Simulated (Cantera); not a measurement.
An isothermal, constant-pressure homogeneous reactor starts with NO : N2 = 1 : 9.3 (molar parts), at 2023 K and 10.00 Torr. Integrator tolerance rtol = 1e-08.

Cantera simulation using GRI-Mech 3.0 (53 species, 325 reactions); the numbers are that mechanism's predictions, not measurements. Radical loss at walls, strong at low pressure, is not modelled.

Question: What does this change do: 0.026 parts H2O added?

Answer: 
```tsv
quantity	before	after
x(NO) at 9.00 s	0.0775 (gas-phase equilibrium 0.00419)	0.0678 (gas-phase equilibrium 0.00417)
x(O) at 9.00 s	0.000732 (gas-phase equilibrium 0.00148)	0.000831 (gas-phase equilibrium 0.00148)
x(N2) at 9.00 s	0.912 (gas-phase equilibrium 0.949)	0.915 (gas-phase equilibrium 0.946)
x(N2O) at 9.00 s	2.25e-6 (gas-phase equilibrium 2.98e-8)	1.01e-6 (gas-phase equilibrium 2.96e-8)
x(NO2) at 9.00 s	3.15e-6 (gas-phase equilibrium 3.74e-7)	3.33e-6 (gas-phase equilibrium 3.71e-7)
x(O2) at 9.00 s	0.00939 (gas-phase equilibrium 0.0457)	0.0140 (gas-phase equilibrium 0.0454)
```

Question: What does this change do: 0.023 parts H2O added?

Answer: 
```csv
quantity,before,after
x(NO) at 9.00 s,0.0775 (gas-phase equilibrium 0.00419),0.0684 (gas-phase equilibrium 0.00417)
x(O) at 9.00 s,0.000732 (gas-phase equilibrium 0.00148),0.000824 (gas-phase equilibrium 0.00148)
x(N2) at 9.00 s,0.912 (gas-phase equilibrium 0.949),0.915 (gas-phase equilibrium 0.946)
x(N2O) at 9.00 s,2.25e-6 (gas-phase equilibrium 2.98e-8),1.05e-6 (gas-phase equilibrium 2.96e-8)
x(NO2) at 9.00 s,3.15e-6 (gas-phase equilibrium 3.74e-7),3.32e-6 (gas-phase equilibrium 3.71e-7)
x(O2) at 9.00 s,0.00939 (gas-phase equilibrium 0.0457),0.0137 (gas-phase equilibrium 0.0454)
```
